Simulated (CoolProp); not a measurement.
Vapour-liquid equilibrium of neopentane (1) + n-pentane (2) at 0.956 MPa; x and y are mole fractions of (1).

Values from CoolProp's multi-fluid Helmholtz-energy mixture model, Lemmon 2006 and Thol 2019; pair parameters Bell 2016.

```
x     bubble temperature, mixture model (°C)  bubble temperature, Raoult's law (°C)  y, mixture model  y, Raoult's law
----  --------------------------------------  -------------------------------------  ----------------  ---------------
0.05                                   120.8                                  120.7             0.076            0.086
0.15                                   117.2                                  116.9             0.216            0.242
0.25                                   113.8                                  113.4             0.344            0.378
0.35                                   110.5                                  110.1             0.460            0.497
0.45                                   107.3                                  106.9             0.565            0.602
0.55                                   104.3                                  103.9             0.661            0.695
0.65                                   101.4                                  101.1             0.748            0.777
0.75                                    98.7                                   98.4             0.828            0.850
0.85                                    96.0                                   95.8             0.901            0.915
0.95                                    93.4                                   93.4             0.968            0.973
```

The largest gap from Raoult's law is +0.4 K in bubble temperature, at x = 0.35. No azeotrope shows between x = 0.05 and 0.95.

Pair parameters are fitted to limited data, so mixtures are less certain than the pure fluids.
